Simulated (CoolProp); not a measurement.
Vapour pressure (MPa) of CHF3 (R23): the reference equation beside estimates from Tc = 299.3 K, pc = 4.832 MPa, ω = 0.263. Clausius-Clapeyron is anchored at 217.2 K with a constant enthalpy of vaporisation of 15.13 kJ/mol.

Computed with CoolProp (reference Helmholtz-energy equation of state, Penoncello 2003).

```json
[
 {"T (K)": "217.2", "reference": "0.3730", "Clausius-Clapeyron": "0.3730", "Redlich-Kwong": "___", "Peng-Robinson": "0.3719"},
 {"T (K)": "223.9", "reference": "0.4937", "Clausius-Clapeyron": "0.4793", "Redlich-Kwong": "0.7226", "Peng-Robinson": "0.4928"},
 {"T (K)": "230.5", "reference": "0.6396", "Clausius-Clapeyron": "0.6048", "Redlich-Kwong": "0.9009", "Peng-Robinson": "___"},
 {"T (K)": "237.1", "reference": "0.8159", "Clausius-Clapeyron": "0.7534", "Redlich-Kwong": "1.108", "Peng-Robinson": "0.8164"},
 {"T (K)": "243.7", "reference": "___", "Clausius-Clapeyron": "0.9274", "Redlich-Kwong": "___", "Peng-Robinson": "1.028"},
 {"T (K)": "250.3", "reference": "1.275", "Clausius-Clapeyron": "1.129", "Redlich-Kwong": "1.616", "Peng-Robinson": "___"},
 {"T (K)": "257", "reference": "1.571", "Clausius-Clapeyron": "1.365", "Redlich-Kwong": "___", "Peng-Robinson": "1.579"},
 {"T (K)": "263.6", "reference": "1.910", "Clausius-Clapeyron": "1.629", "Redlich-Kwong": "2.268", "Peng-Robinson": "1.922"}
]
```

**Question.** What belongs in the gaps?

**Answer.** 
- 217.2, Redlich-Kwong: 0.5687
- 230.5, Peng-Robinson: 0.6392
- 243.7, reference: 1.026
- 243.7, Redlich-Kwong: 1.346
- 250.3, Peng-Robinson: 1.279
- 257, Redlich-Kwong: 1.926

Absolute difference from the reference over all 8 rows, mean and median: Clausius-Clapeyron 8.1 and 8.6 %, Redlich-Kwong 34.3 and 33.5 %, Peng-Robinson 0.3 and 0.2 %.
